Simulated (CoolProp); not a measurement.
Properties of R404A along the isobar 0.101 MPa (Tc = 345.3 K, pc = 3.735 MPa, ω = 0.293).

The numbers come from the reference Helmholtz-energy equation of state, Lemmon 2003 in CoolProp. It is a pseudo-pure fit of the blend.

| T (K) | phase | density (kg/m³) | isothermal compressibility (1/MPa) | expansivity (1/kK) |
|---|---|---|---|---|
| 343.9 | gas | 3.483 | 10.00 | 3.013 |
| 359.2 | gas | 3.329 | 9.987 | 2.870 |
| 374.5 | gas | 3.190 | 9.975 | 2.742 |
| 389.8 | gas | 3.061 | 9.965 | 2.625 |
| 405.1 | gas | 2.943 | 9.957 | 2.519 |
| 420.4 | gas | 2.834 | 9.949 | 2.422 |
| 435.7 | gas | 2.733 | 9.943 | 2.332 |
| 451 | gas | 2.639 | 9.938 | 2.249 |
